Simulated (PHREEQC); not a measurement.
Leach liquor

Dissolve 0.11 mol/kgw H2SO4, 0.00037 mol/kgw CuSO4 and 0.0029 mol/kgw MgSO4 at 25 °C. Closed to the air; pH follows from the charge balance.

The numbers come from PHREEQC with the ion-association model, phreeqc.dat.

The pH is 0.98 and the ionic strength is 0.157 mol/kgw. The specific conductance comes out as 42400 µS/cm. The density is 1.004 g/cm³ and the total alkalinity is -220 meq/kg.

```json
[
 {"species": "H+", "molality": "0.129", "activity": "0.104", "log γ": "-0.093"},
 {"species": "HSO4-", "molality": "0.0909", "activity": "0.0688", "log γ": "-0.121"},
 {"species": "SO4-2", "molality": "0.0213", "activity": "0.00679", "log γ": "-0.496"},
 {"species": "Mg+2", "molality": "0.00186", "activity": "0.000677", "log γ": "-0.440"},
 {"species": "MgSO4", "molality": "0.00104", "activity": "0.00108", "log γ": "0.016"},
 {"species": "Cu+2", "molality": "0.000252", "activity": "8.85e-5", "log γ": "-0.454"}
]
```

This is a speciation only: nothing precipitates in the calculation.
